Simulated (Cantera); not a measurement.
# Equilibrium for iron carbonyl, mercury and lead vapours: Pb + H2 + N2

Feed: 1 mol Pb, 7.1 mol H2, 0.97 mol N2, at 44.0 Pa.

Method: chemical equilibrium by Gibbs-energy minimisation in Cantera with the NASA 1993 tables (ideal gas, pure condensed phases). Candidate condensed phases: Pb; 11 gas species. Rates play no part.

```tsv
T (K)	x H2	x N2	x Pb	x H	x Pb2	x NH3	n Pb(l)
975	0.861	0.118	0.0208	5.06e-8	4.47e-8	8.33e-8	0.828
1025	0.824	0.113	0.0632	1.89e-7	2.87e-7	5.47e-8	0.455
1075	0.783	0.107	0.110	6.19e-7	6.27e-7	3.65e-8	0
1125	0.783	0.107	0.110	1.87e-6	4.64e-7	2.77e-8	0
1175	0.783	0.107	0.110	5.17e-6	3.53e-7	2.15e-8	0
1225	0.783	0.107	0.110	1.31e-5	2.74e-7	1.70e-8	0
1275	0.783	0.107	0.110	3.11e-5	2.17e-7	1.37e-8	0
1325	0.783	0.107	0.110	6.90e-5	1.74e-7	1.12e-8	0
1375	0.783	0.107	0.110	0.000145	1.43e-7	9.30e-9	0
1425	0.783	0.107	0.110	0.000288	1.18e-7	7.83e-9	0
1475	0.782	0.107	0.110	0.000547	9.92e-8	6.66e-9	0
1525	0.782	0.107	0.110	0.000997	8.41e-8	5.72e-9	0
```
x: gas mole fraction; n: condensed amount in mol.

From 975 K to 1025 K the condensed part is Pb(l). From 1075 K to 1525 K nothing is condensed. The main Pb-bearing gas is Pb throughout.
